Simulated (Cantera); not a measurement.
A closed system holds: 1 mol Si(CH₃)₄, 0.1 mol C₂H₂, 280 mol H₂, equilibrated at 1525 °C and 7.90 mbar.

Cantera equilibrium calculation (NASA polynomials, part measured and part estimated; ideal gas, pure solids and liquids). Candidate condensed phases: C, C₆H₆, C₇H₈, C₈H₁₈, Si, SiC; 87 gas species. The numbers say what is thermodynamically allowed, not how fast it happens.

Base state: H₂ 0.996, H 0.00395, C₂H₂ (acetylene) 0.000172 (mole fractions); condensed: C(graphite) + SiC(s).

Question: What changes in the equilibrium state with this change: temperature from 1525 °C to 875 °C?

Answer: 
| species | before | after |
|---|---|---|
| H₂ | 0.996 | 1.000 |
| CH₄ | 6.07e-6 | 0.000188 |
| H | 0.00395 | 8.08e-7 |
| C₂H₂ (acetylene) | 0.000172 | 3.72e-8 |
| C(graphite), mol | 3.10 | 3.15 |
| SiC(s), mol | 0.997 | 1.00 |
